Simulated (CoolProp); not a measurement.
Vapour-liquid equilibrium of cyclopropane (1) + R134a (2) at 1.06 MPa; x and y are mole fractions of (1).

The numbers come from the multi-fluid Helmholtz-energy mixture model, Polt 1992 and Tillner-Roth 1994; pair parameters Bell 2016 in CoolProp. This equation is an older, rougher fit; its heat capacities, sound speeds and derivatives of the liquid may be far off and weren't checked against measurements.

**Question.** Give the bubble temperature and the first vapour's composition at x = 0.25, 0.45, 0.65. Is there an azeotrope?

**Answer.** x = 0.25: 305.2 K, y = 0.362; x = 0.45: 302.8 K, y = 0.499; x = 0.65: 302.8 K, y = 0.602. y crosses x between x = 0.55 and 0.65: the model has an azeotrope there.

The pair parameters rest on a limited set of measurements; away from them the model extrapolates.
